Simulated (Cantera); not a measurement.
What does this Cantera script print?

```python
import numpy as np
import cantera as ct

gas_names = [...]  # 109 gases of nasa_gas.yaml made of C, Cl, H, Si
cond_names = """
    C(gr) C6H6(L) C7H8(L) C8H18(L),n-octa Si(cr) Si(L) SiC(b)
""".split()


# ... load() reads the species with a 1 bar reference pressure and builds the phases ...
atoms = {
    '(CH3)2SiCl2': {'C': 2, 'H': 6, 'Si': 1, 'CL': 2},
    'CH4': {'C': 1, 'H': 4},
    'H2': {'H': 2},
}
top_T = {'C(gr)': 4500, 'SiC(b)': 3050}  # K; cautious upper limits of use, not melting points


# ... equilibrate(T, P, feed) seeds the gas with the atoms and calls Mixture.equilibrate('TP', solver="vcs", rtol=1e-11, max_steps=5000) ...
results = []
feed = {'(CH3)2SiCl2': 1, 'CH4': 0.29, 'H2': 680}  # mol
P = 1900  # Pa
for T in [925, 975, 1025, 1075, 1125, 1175, 1225, 1275, 1325, 1375, 1425, 1475, 1525, 1575]:
    mix = equilibrate(T, P, feed)
    results.append((T, P, feed, dict(zip(mix.species_names, mix.species_moles))))

top = {s: max(r[3][s] / sum(r[3][g] for g in gas_names) for r in results) for s in gas_names}
cols = sorted((s for s in top if top[s] > 0.0001), key=lambda s: -top[s])[:6]
seen = [c for c in cond_names if any(r[3].get(c, 0) > 1e-12 for r in results)]
print("log10 of partial pressures in bar; condensed amounts in mol")
print(f"{'T/K':>10s}" + "".join(f"{s[:9]:>10s}" for s in cols + seen))
for T, P, feed, n in results:
    ng = sum(n[g] for g in gas_names)
    print(f"{T:10.4g}" + "".join(f"{np.log10(max(n[s] / ng * P / 1e5, 1e-99)):10.3f}" for s in cols)
          + "".join(f"{n.get(c, 0):10.4g}" for c in seen))
```

Output:

```
log10 of partial pressures in bar; condensed amounts in mol
       T/K        H2       HCL       CH4         H     C(gr)    SiC(b)
       925    -1.723    -4.255    -4.445   -10.446         0    0.9999
       975    -1.723    -4.255    -4.445    -9.803         0         1
      1025    -1.723    -4.255    -4.580    -9.222    0.3435         1
      1075    -1.723    -4.255    -4.792    -8.695    0.7083         1
      1125    -1.723    -4.255    -4.985    -8.214    0.9175         1
      1175    -1.723    -4.255    -5.163    -7.773     1.043         1
      1225    -1.723    -4.256    -5.327    -7.368      1.12         1
      1275    -1.723    -4.256    -5.478    -6.994      1.17         1
      1325    -1.723    -4.256    -5.618    -6.648     1.202    0.9999
      1375    -1.723    -4.256    -5.748    -6.326     1.223    0.9999
      1425    -1.723    -4.256    -5.869    -6.027     1.236    0.9999
      1475    -1.723    -4.256    -5.982    -5.748     1.243    0.9999
      1525    -1.723    -4.256    -6.087    -5.487     1.244    0.9998
      1575    -1.723    -4.256    -6.186    -5.243     1.238    0.9998
```

Cantera equilibrium calculation (NASA polynomials, part measured and part estimated; ideal gas, pure solids and liquids). The feed counts by its element totals alone.
